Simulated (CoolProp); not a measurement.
Vapour-liquid equilibrium of benzene (1) + n-octane (2) at 0.165 MPa; x and y are mole fractions of (1).

Values from CoolProp's multi-fluid Helmholtz-energy mixture model, Thol 2012 and Beckmüller 2019; pair parameters Bell 2016.

Q: Give the bubble temperature and the first vapour's composition at x = 0.05, 0.65, 0.95. Is there an azeotrope?

A: x = 0.05: 412.6 K, y = 0.148; x = 0.65: 379.0 K, y = 0.859; x = 0.95: 371.1 K, y = 0.980. No azeotrope shows between x = 0.05 and 0.95.

The pair parameters rest on a limited set of measurements; away from them the model extrapolates.
